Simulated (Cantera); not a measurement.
Input (Python, Cantera):

```python
import numpy as np
import cantera as ct

gas = ct.Solution("h2o2.yaml")
gas.TPX = 1075, 1333, {'H2': 0.19, 'O2': 1, 'H2O': 0.0028}
inlet = ct.Reservoir(gas, clone=True)

reactor = ct.IdealGasConstPressureReactor(gas, energy="off", clone=False)
exhaust = ct.Reservoir(gas, clone=True)
tau = [2.3, 0.68, 0.2, 0.057, 0.017, 0.0048, 0.0014, 0.0004][0]
for a, b in ((inlet, reactor), (reactor, exhaust)):
    ct.MassFlowController(a, b, mdot=lambda t: reactor.mass / tau)
net = ct.ReactorNet([reactor])
show = ['H2', 'O2', 'OH', 'H2O', 'O', 'HO2']

rows = []
print(f"{'tau/s':>10s}{'T/K':>9s}" + "".join(f"{s:>11s}" for s in show))
for tau in [2.3, 0.68, 0.2, 0.057, 0.017, 0.0048, 0.0014, 0.0004]:
    net.initial_time = 0.0
    net.advance(30 * tau)
    before = gas.X
    net.advance(40 * tau)
    drift = np.max(np.abs(gas.X - before) / (gas.X + 1e-9))
    rows.append([gas.T, *gas[show].X, drift])
    print(f"{tau:10.3e}{gas.T:9.1f}" + "".join(f"{x:11.3e}" for x in gas[show].X))
```

Output:

```
     tau/s      T/K         H2         O2         OH        H2O          O        HO2
 2.300e+00   1075.0  4.397e-04  8.230e-01  8.110e-04  1.745e-01  1.112e-03  4.689e-06
 6.800e-01   1075.0  9.255e-04  8.215e-01  1.237e-03  1.734e-01  2.440e-03  6.749e-06
 2.000e-01   1075.0  1.919e-03  8.183e-01  1.903e-03  1.709e-01  5.229e-03  8.852e-06
 5.700e-02   1075.0  3.995e-03  8.113e-01  2.948e-03  1.651e-01  1.090e-02  1.059e-05
 1.700e-02   1075.0  7.984e-03  7.990e-01  4.351e-03  1.528e-01  2.009e-02  1.138e-05
 4.800e-03   1075.0  1.637e-02  7.828e-01  6.020e-03  1.303e-01  3.030e-02  1.102e-05
 1.400e-03   1075.0  3.497e-02  7.786e-01  7.362e-03  1.016e-01  3.124e-02  9.933e-06
 4.000e-04   1075.0  8.125e-02  7.976e-01  6.785e-03  6.017e-02  1.996e-02  7.944e-06
```

Computed with Cantera and the H2/O2 subset of GRI-Mech 3.0, which has no nitrogen chemistry. Radical loss at walls, strong at low pressure, is not modelled. The temperature is held fixed by assumption; the heat of reaction is taken as removed at once.
